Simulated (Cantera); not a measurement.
A perfectly stirred reactor is fed with C3H8 : H2 = 1 : 2.1 (molar parts), at 0.570 Torr; it is held at 1923 K, and followed from long to short residence time.

Cantera simulation using GRI-Mech 3.0 (53 species, 325 reactions); the numbers are that mechanism's predictions, not measurements. GRI-Mech 3.0 was tuned for natural gas; its chemistry of propane as a main component is partial and can be far from experiment. GRI-Mech 3.0 stops at C3 and has no aromatics, soot or wall deposition, so with more carbon than oxygen in the feed, carbon stays in small species such as C2H2 where larger ones or solid carbon would form. Radical loss at walls, strong at low pressure, is not modelled.

Problem. What does this change do: temperature 1923 to 1050 K?

Solution. 
| quantity | before | after |
|---|---|---|
| x(C3H8) at τ = 4.50 s | 1.61e-5 | 0.128 |
| x(H2) at τ = 4.50 s | 0.733 | 0.580 |
| x(CH2) at τ = 4.50 s | 1.83e-5 | 5.56e-9 |
| x(C2H2) at τ = 4.50 s | 0.239 | 0.00181 |
| x(CH4) at τ = 4.50 s | 0.0178 | 0.143 |
| x(C3H8) at τ = 28.0 ms | 0.00260 | 0.322 |
| x(H2) at τ = 28.0 ms | 0.617 | 0.677 |
| x(CH2) at τ = 28.0 ms | 8.63e-5 | 2.21e-10 |
| x(C2H2) at τ = 28.0 ms | 0.173 | 1.57e-9 |
| x(CH4) at τ = 28.0 ms | 0.134 | 0.000176 |

Problem. What does this change do: pressure from 0.570 Torr to 10.00 Torr?

Solution. 
```csv
quantity,before,after
x(C3H8) at τ = 4.50 s,1.61e-5,1.15e-6
x(H2) at τ = 4.50 s,0.733,0.745
x(CH2) at τ = 4.50 s,1.83e-5,5.45e-6
x(C2H2) at τ = 4.50 s,0.239,0.244
x(CH4) at τ = 4.50 s,0.0178,0.00413
x(C3H8) at τ = 28.0 ms,0.00260,0.000219
x(H2) at τ = 28.0 ms,0.617,0.697
x(CH2) at τ = 28.0 ms,8.63e-5,2.86e-5
x(C2H2) at τ = 28.0 ms,0.173,0.223
x(CH4) at τ = 28.0 ms,0.134,0.0620
```
